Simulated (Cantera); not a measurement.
# Premixed flame

A freely propagating, adiabatic, planar premixed flame of 25.8 % H2, 15.5 % O2, 58.6 % N2, equivalence ratio 0.83, unburnt at 523 K and 3.95 atm; mixture-averaged transport, grid criteria slope 0.08 and curve 0.16, no radiation.

Cantera simulation using the H2/O2 subset of GRI-Mech 3.0, which has no nitrogen chemistry; the numbers are that mechanism's predictions, not measurements. The hydrogen kinetics of GRI-Mech 3.0 are dated; newer H2 mechanisms differ, most at raised pressure. Burning velocities carry a grid error of a few per cent, more on coarse grids.

```
z (mm)   T (K)  u (m/s)     x H2    x O2      x OH       x O    x H2O     x HO2
-------  -----  -------  -------  ------  --------  --------  -------  --------
-0.219     523     4.15    0.258   0.155     <1e-8     <1e-8    <1e-8     <1e-8
-0.146     523     4.15    0.258   0.156     <1e-8     <1e-8  1.42e-7     <1e-8
-0.109     523     4.15    0.258   0.156     <1e-8     <1e-8  1.50e-6   1.08e-7
-0.0730    524     4.15    0.255   0.156     <1e-8   5.35e-8  2.53e-5   2.32e-6
-0.0365    576     4.45    0.233   0.159   2.99e-5   7.55e-6  0.00314  0.000406
-0.0182    864     6.43    0.185   0.152  0.000931  0.000289   0.0339  0.000726
0         1310     9.48    0.114   0.118   0.00322   0.00296    0.111  0.000346
0.0182    1632     11.7   0.0563  0.0744   0.00845   0.00701    0.187  0.000174
0.0365    1812     12.9   0.0325  0.0523    0.0128   0.00855    0.223  0.000100
0.0730    1993     14.1   0.0214  0.0411    0.0155   0.00746    0.245   5.46e-5
0.146     2146     15.1   0.0153  0.0367    0.0149   0.00479    0.259   2.95e-5
0.292     2257     15.8  0.00942  0.0341    0.0125   0.00264    0.271   1.54e-5
0.584     2325     16.2  0.00509  0.0327   0.00958   0.00135    0.280   8.66e-6
```
x: mole fraction of selected species; z is measured from the peak of heat release.

- laminar burning velocity = 415 cm/s
- thermal thickness = 0.0730 mm
- peak x(OH) = 0.0156
- peak x(O) = 0.00861
- peak x(HO2) = 0.000855
- grid points = 111
